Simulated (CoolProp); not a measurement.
A closed Brayton cycle with carbon dioxide: compressor inlet 320.15 K and 8.1 MPa, high pressure 14.8 MPa, turbine inlet 720 K, compressor efficiency 0.8, turbine efficiency 0.85, recuperator effectiveness 0.8 (on enthalpy, no pinch check). Each further row changes one setting.

The numbers come from the reference Helmholtz-energy equation of state, Span 1996 in CoolProp.

```json
[
 {"case": "as stated", "thermal efficiency (%)": "19.6", "net work (kJ/kg)": "37.6", "compressor to turbine work": "0.43", "compressor exit (K)": "368.9", "turbine exit (K)": "656.2"},
 {"case": "turbine inlet 670 K", "thermal efficiency (%)": "18.4", "net work (kJ/kg)": "32.3", "compressor to turbine work": "0.47", "compressor exit (K)": "368.9", "turbine exit (K)": "608.6"},
 {"case": "compressor inlet 330.15 K", "thermal efficiency (%)": "18.6", "net work (kJ/kg)": "(withheld)", "compressor to turbine work": "0.50", "compressor exit (K)": "383.3", "turbine exit (K)": "656.2"},
 {"case": "high pressure 12.6 MPa", "thermal efficiency (%)": "(withheld)", "net work (kJ/kg)": "29.0", "compressor to turbine work": "0.41", "compressor exit (K)": "(withheld)", "turbine exit (K)": "(withheld)"},
 {"case": "recuperator effectiveness 0.5", "thermal efficiency (%)": "12.9", "net work (kJ/kg)": "37.6", "compressor to turbine work": "0.43", "compressor exit (K)": "368.9", "turbine exit (K)": "656.2"}
]
```

Question: Some entries are withheld; supply them.

Answer: 
- compressor inlet 330.15 K, net work (kJ/kg): 33.1
- high pressure 12.6 MPa, thermal efficiency (%): 16.9
- high pressure 12.6 MPa, compressor exit (K): 355.6
- high pressure 12.6 MPa, turbine exit (K): 673.1
